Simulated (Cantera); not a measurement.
Feed: 1 mol Pb, 1.7 mol O₂, 2.4 mol H₂, at 45.0 Pa.

These are equilibrium values from Cantera (NASA tables, ideal gas, pure condensed phases), not measurements of a reactor. Candidate condensed phases: H₂O, Pb, PbO, PbO₂, Pb₃O₄; 12 gas species. Gases not in the tables: (PbO)n polymers. Rates play no part.

Question: At 1225 K, list the 5 most abundant gas species with their mole fractions, and the condensed phases.

Answer: H₂O 0.691, PbO 0.247, Pb 0.0413, O₂ 0.0206, OH 4.22e-5. Condensed: gas only.
